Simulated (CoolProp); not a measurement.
Hydrogen chloride along the isotherm 36.75 °C: fugacity coefficient from the reference equation and from simpler models built on Tc = 51.5 °C, pc = 8.314 MPa, ω = 0.130; each cubic takes its own stable root.

Computed with CoolProp (reference Helmholtz-energy equation of state, Thol 2018).

```tsv
p (MPa)	phase	reference
0.131	gas	0.9932
0.299	gas	0.9845
0.681	gas	0.9648
1.55	gas	0.9206
3.53	gas	0.8216
8.03	liquid	0.5455
18.3	liquid	0.2856
41.6	liquid	0.1801
```

### Question
How far does each simpler model (van der Waals, Redlich-Kwong, Soave-Redlich-Kwong, Peng-Robinson) lie from the reference over these 8 states: mean and median of the absolute difference, and the worst?

### Answer
- van der Waals: mean 13.8 %, median 3.3 %, worst +56.0 % at 36.75 °C and 41.6 MPa
- Redlich-Kwong: mean 5.1 %, median 1.4 %, worst +18.7 % at 36.75 °C and 41.6 MPa
- Soave-Redlich-Kwong: mean 4.3 %, median 1.3 %, worst +16.2 % at 36.75 °C and 41.6 MPa
- Peng-Robinson: mean 1.3 %, median 0.1 %, worst +4.9 % at 36.75 °C and 41.6 MPa
